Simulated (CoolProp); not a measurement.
A Linde-Hampson liquefier for CF4 (R14): isothermal reversible compression at 300 K from 1 atm to 15 MPa, throttling to 1 atm, return gas leaving the recuperator 0 K below the feed. Each further row changes one setting.

The numbers come from the reference Helmholtz-energy equation of state, Platzer 1990 in CoolProp. This equation is an older, rougher fit; its heat capacities, sound speeds and derivatives of the liquid may be far off and weren't checked against measurements.

```tsv
case	liquid yield per pass	compression work (kJ/kg of gas)
as stated	…	129
high pressure 30 MPa	0.293	…
warm-end temperature 330 K	…	…
warm-end gap 5 K	0.234	129
```

**Question.** Complete the blanks.

**Answer.** 
- as stated, liquid yield per pass: 0.246
- high pressure 30 MPa, compression work (kJ/kg of gas): 145
- warm-end temperature 330 K, liquid yield per pass: 0.178
- warm-end temperature 330 K, compression work (kJ/kg of gas): 146
